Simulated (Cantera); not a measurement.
Cantera run, input and output.

```python
import numpy as np
import cantera as ct

gas = ct.Solution("gri30.yaml")
gas.TPX = 1198, 150, {'H2': 0.42, 'O2': 1, 'N2': 1.2}
reactor = ct.IdealGasConstPressureReactor(gas, energy="off", clone=False)
net = ct.ReactorNet([reactor])
net.rtol, net.atol = 1e-08, 1e-18
show = ['H2', 'O2', 'OH', 'NO', 'H', 'H2O2']
times = np.geomspace(0.0004, 30, 13)

steps = ct.SolutionArray(gas, extra=["t"])
rows = []
print(f"{'t/s':>10s}{'T/K':>9s}{'P/Pa':>11s}" + "".join(f"{s:>11s}" for s in show))
for t in times:
    while net.time < t:
        t_next = net.step()
        steps.append(gas.state, t=t_next)
    rows.append([np.interp(t, steps.t, y) for y in (steps.T, steps.P, *steps(*show).X.T)])
    print(f"{t:10.3e}{rows[-1][0]:9.1f}{rows[-1][1]:11.4g}" + "".join(f"{x:11.3e}" for x in rows[-1][2:]))
rate = np.gradient(steps.T, steps.t)
print("integrator steps:", len(steps.t))
if steps.T.max() > steps.T[0] + 200:
    print(f"time of steepest temperature rise: {steps.t[rate.argmax()]:.4e} s")
gas.TPX = 1198, 150, {'H2': 0.42, 'O2': 1, 'N2': 1.2}
gas.equilibrate("TP")
print(f"equilibrium (TP): T = {gas.T:.1f} K  " + "  ".join(f"{s} {gas[s].X[0]:.3e}" for s in show))
```

Result:

```
       t/s      T/K       P/Pa         H2         O2         OH         NO          H       H2O2
 4.000e-04   1198.0        150  1.603e-01  3.817e-01  2.998e-10  8.921e-22  2.288e-09  6.980e-13
 1.019e-03   1198.0        150  1.603e-01  3.817e-01  1.407e-09  1.506e-20  6.964e-09  4.523e-12
 2.598e-03   1198.0        150  1.603e-01  3.817e-01  1.037e-08  2.914e-19  4.267e-08  2.921e-11
 6.620e-03   1198.0        150  1.603e-01  3.817e-01  5.492e-07  2.263e-17  2.185e-06  1.878e-10
 1.687e-02   1198.0        150  1.109e-01  3.566e-01  5.089e-03  2.318e-10  2.428e-02  1.592e-08
 4.299e-02   1198.0        150  9.287e-03  2.978e-01  6.481e-03  9.809e-08  6.572e-02  1.527e-08
 1.095e-01   1198.0        150  9.127e-03  2.987e-01  6.435e-03  3.725e-07  6.306e-02  1.567e-08
 2.792e-01   1198.0        150  8.710e-03  3.009e-01  6.309e-03  9.942e-07  5.666e-02  1.668e-08
 7.114e-01   1198.0        150  7.600e-03  3.058e-01  5.940e-03  2.165e-06  4.275e-02  1.914e-08
 1.813e+00   1198.0        150  5.005e-03  3.144e-01  4.887e-03  3.554e-06  2.030e-02  2.407e-08
 4.620e+00   1198.0        150  1.640e-03  3.233e-01  2.833e-03  4.166e-06  3.477e-03  2.703e-08
 1.177e+01   1198.0        150  2.425e-04  3.269e-01  1.095e-03  4.232e-06  1.928e-04  1.665e-08
 3.000e+01   1198.0        150  3.328e-05  3.276e-01  4.061e-04  4.236e-06  9.783e-06  6.393e-09
integrator steps: 1456
equilibrium (TP): T = 1198.0 K  H2 9.643e-08  O2 3.277e-01  OH 2.191e-05  NO 1.923e-04  H 1.534e-09  H2O2 9.092e-11
```

Model: GRI-Mech 3.0 (53 species, 325 reactions), integrated in Cantera. Radical loss at walls, strong at low pressure, is not modelled. The temperature is held fixed by assumption; the heat of reaction is taken as removed at once.
